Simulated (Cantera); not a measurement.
# Moist CO burnout

An isothermal, constant-pressure homogeneous reactor starts with 1.72 % CO, 2.01 % O2, 0.182 % H2O, 95.8 % N2, 0.268 % H2, equivalence ratio 0.50, at 1523 K and 5.00 bar.

Detailed kinetics in Cantera: GRI-Mech 3.0 (53 species, 325 reactions). The hydrogen kinetics of GRI-Mech 3.0 are dated; newer H2 mechanisms differ, most at raised pressure.

```json
[
 {"t (s)": "2.00e-6", "x CO": "0.0172", "x O2": "0.0201", "x H2O": "0.00182", "x NO": "<1e-12", "x H": "5.21e-9", "x H2": "0.00268"},
 {"t (s)": "6.83e-6", "x CO": "0.0172", "x O2": "0.0201", "x H2O": "0.00182", "x NO": "<1e-12", "x H": "3.89e-8", "x H2": "0.00268"},
 {"t (s)": "2.33e-5", "x CO": "0.0172", "x O2": "0.0201", "x H2O": "0.00182", "x NO": "1.79e-12", "x H": "2.46e-6", "x H2": "0.00268"},
 {"t (s)": "7.95e-5", "x CO": "0.0138", "x O2": "0.0165", "x H2O": "0.00387", "x NO": "8.57e-7", "x H": "0.000491", "x H2": "0.000200"},
 {"t (s)": "0.000271", "x CO": "0.00619", "x O2": "0.0131", "x H2O": "0.00423", "x NO": "3.57e-6", "x H": "0.000164", "x H2": "9.89e-5"},
 {"t (s)": "0.000926", "x CO": "0.00149", "x O2": "0.0109", "x H2O": "0.00444", "x NO": "5.02e-6", "x H": "2.31e-5", "x H2": "2.89e-5"},
 {"t (s)": "0.00316", "x CO": "0.000197", "x O2": "0.0103", "x H2O": "0.00452", "x NO": "5.55e-6", "x H": "1.47e-6", "x H2": "4.39e-6"},
 {"t (s)": "0.0108", "x CO": "1.66e-5", "x O2": "0.0103", "x H2O": "0.00454", "x NO": "5.72e-6", "x H": "6.72e-8", "x H2": "5.22e-7"},
 {"t (s)": "0.0368", "x CO": "1.41e-6", "x O2": "0.0103", "x H2O": "0.00454", "x NO": "5.78e-6", "x H": "5.06e-9", "x H2": "8.77e-8"},
 {"t (s)": "0.126", "x CO": "5.37e-7", "x O2": "0.0103", "x H2O": "0.00455", "x NO": "5.79e-6", "x H": "2.38e-9", "x H2": "5.20e-8"},
 {"t (s)": "0.429", "x CO": "5.32e-7", "x O2": "0.0103", "x H2O": "0.00455", "x NO": "5.81e-6", "x H": "2.37e-9", "x H2": "5.18e-8"},
 {"t (s)": "1.46", "x CO": "5.32e-7", "x O2": "0.0103", "x H2O": "0.00455", "x NO": "5.85e-6", "x H": "2.37e-9", "x H2": "5.18e-8"},
 {"t (s)": "5.00", "x CO": "5.32e-7", "x O2": "0.0103", "x H2O": "0.00455", "x NO": "6.01e-6", "x H": "2.37e-9", "x H2": "5.18e-8"}
]
```
x: mole fraction; the columns are a selection and need not sum to one.

Equilibrium at this temperature and pressure: CO 5.36e-7, O2 0.0101, H2O 0.00455, NO 0.000334, H 2.38e-9, H2 5.22e-8 (gas phase only).
